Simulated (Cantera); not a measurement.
# Ammonia decomposition in nitride growth gas

An isothermal, constant-pressure homogeneous reactor starts with 22.2 % NH₃, 77.8 % H₂, at 1625 K and 24.0 Torr.

Cantera simulation using the gas-phase N/H chemistry of the illustrative SiF4/NH3 mechanism in the Surface Chemkin manual (1991); the numbers are that mechanism's predictions, not measurements. Walls and surfaces, which speed up NH3 decomposition in real reactors, are not modelled.

```
t (s)     x NH₃   x H₂       x H      x NH    x N₂H₄       x N    x N₂H₂
--------  -----  -----  --------  --------  --------  --------  --------
8.00e-5   0.222  0.778   4.57e-8    <1e-12    <1e-12    <1e-12    <1e-12
0.000233  0.222  0.778   1.34e-7    <1e-12    <1e-12    <1e-12    <1e-12
0.000676  0.222  0.778   3.90e-7  9.03e-12    <1e-12    <1e-12  1.16e-12
0.00196   0.222  0.778   1.13e-6  7.86e-11    <1e-12    <1e-12  1.49e-11
0.00571   0.222  0.778   3.29e-6  6.72e-10  3.33e-12  1.25e-12  1.51e-10
0.0166    0.222  0.778   9.57e-6   5.68e-9  2.85e-11  3.08e-11   1.40e-9
0.0482    0.222  0.778   2.76e-5   4.73e-8  2.38e-10  7.37e-10   1.30e-8
0.140     0.222  0.778   7.20e-5   3.19e-7   1.61e-9   1.28e-8   1.05e-7
0.407     0.221  0.778   9.74e-5   5.79e-7   2.92e-9   3.12e-8   2.05e-7
1.18      0.219  0.779   9.80e-5   5.80e-7   2.90e-9   3.14e-8   2.03e-7
3.44      0.214  0.783   9.92e-5   5.74e-7   2.79e-9   3.13e-8   1.96e-7
10.0      0.199  0.792  0.000103   5.58e-7   2.52e-9   3.12e-8   1.77e-7
```
x: mole fraction; the columns are a selection and need not sum to one.

Equilibrium at this temperature and pressure: NH₃ 3.61e-7, H₂ 0.909, H 0.000378, NH 1.06e-11, N₂H₄ <1e-12, N 1.95e-12, N₂H₂ <1e-12 (gas phase only).
